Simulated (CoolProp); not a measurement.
Benzene at 298.15 K and 6.86 MPa flows at 3.8 m/s in a round tube of 6 mm bore and 15 µm roughness, fully developed (64/Re and Nu = 3.66 if laminar; Colebrook and Gnielinski if turbulent). Each further row changes one setting.

Computed with CoolProp (reference Helmholtz-energy equation of state, Thol 2012).

```tsv
case	Reynolds number	Darcy friction factor	pressure drop (Pa/m)	heat-transfer coefficient (W/(m² K))	mass flow (kg/h)
as stated	31400	0.0289	30600	6290	340
velocity 7.6 m/s	62700	0.0271	…	12300	680
diameter 12 mm	62700	…	12700	5660	…
```

Question: Some entries are withheld; supply them.

Answer: 
- velocity 7.6 m/s, pressure drop (Pa/m): 115000
- diameter 12 mm, Darcy friction factor: 0.0240
- diameter 12 mm, mass flow (kg/h): 1360

Viscosity comes from a separate model (Avgeri 2014). Thermal conductivity comes from a separate model (Assael 2012).
